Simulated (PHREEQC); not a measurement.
PHREEQC input (ion-association model, phreeqc.dat):

```
SOLUTION 1
  temp 20
  units mol/kgw
  pH 7 charge
END
SELECTED_OUTPUT 1
  -reset false
  -pH true
  -pe true
  -ionic_strength true
  -water true
  -totals Ca S S(-2) S(6)
  -molalities H+ Ca+2 SO4-2 OH- O2 HSO4- S-2 HS- H2S CaOH+
    CaSO4 CaHSO4+
  -equilibrium_phases Gypsum
PRINT
  -reset false
USE solution 1
REACTION_TEMPERATURE 1
  0 10 20 30 40 50 60 70 80 90 100
EQUILIBRIUM_PHASES 1
  Gypsum 0 30
  O2(g) -0.68 10
END
```

Selected output (columns that matter, 9 of 11 rows; T (°C) added in front):

```
T (°C)	pH	mu	Ca	S	m_H+	m_Ca+2	m_SO4-2	m_OH-	m_CaSO4	Gypsum
0	7.4045	0.038292	0.013049	0.013049	4.5352e-08	0.0095731	0.0095731	3.5031e-08	0.0034754	29.987
10	7.2741	0.040285	0.014084	0.014084	6.148e-08	0.010071	0.010071	6.6659e-08	0.0040126	29.986
20	7.1336	0.041504	0.014828	0.014828	8.5264e-08	0.010376	0.010376	1.1281e-07	0.0044518	29.985
40	6.8726	0.04179	0.015403	0.015403	1.5633e-07	0.010447	0.010447	2.6641e-07	0.0049556	29.985
50	6.7614	0.041011	0.015264	0.015264	2.0229e-07	0.010253	0.010252	3.8645e-07	0.0050117	29.985
60	6.6644	0.039746	0.014886	0.014886	2.533e-07	0.0099365	0.0099363	5.4595e-07	0.004949	29.985
80	6.5105	0.036167	0.013583	0.013583	3.6166e-07	0.0090419	0.0090413	1.0238e-06	0.0045407	29.986
90	6.452	0.034042	0.012749	0.012749	4.1397e-07	0.0085105	0.0085096	1.3664e-06	0.004238	29.987
100	6.4047	0.031801	0.011848	0.011848	4.617e-07	0.0079505	0.0079492	1.7965e-06	0.0038975	29.988
```

Complexes and solids missing from the database can't appear. Constants without temperature data keep their 25 °C values here. Outside its range of stability a hydrate's values are those of a metastable solid.
